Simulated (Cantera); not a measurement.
Input: 1 mol SiF4, 0.21 mol N2, 0.12 mol H2, 0.54 mol NH3, at 800 K and 980 Pa.

Equilibrium computed with Cantera from the NASA thermochemical tables; the gas is ideal and each condensed phase is pure. Candidate condensed phases: Si, Si3N4; 37 gas species. Kinetics and transport are ignored.

### Question
What is the equilibrium state?

### Answer
x(SiF4): 0.415
x(H2): 0.386
x(N2): 0.199
x(HF): 9.85e-5
x(SiHF3): 5.73e-5
x(NH3): 3.13e-6
gas amount: 2.410 mol
log10 activity of Si(s) (absent): -8.64
